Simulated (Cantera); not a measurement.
Feed: 1 mol SrCl₂, 0.13 mol H₂, 11 mol H₂O, held at 0.00750 Torr.

Equilibrium computed with Cantera from the NASA thermochemical tables; the gas is ideal and each condensed phase is pure. Candidate condensed phases: H₂O, Sr, SrCl₂, SrO, Sr(OH)₂; 20 gas species. Condensed phases not in the tables: oxide chlorides. Rates play no part.

Problem. At 1525 K, list the 6 most abundant gas species with their mole fractions, and the condensed phases.

Solution. H₂O 0.866, HCl 0.0587, SrCl₂ 0.0513, H₂ 0.0163, Cl 0.00276, O₂ 0.00195. Condensed: SrO(s).
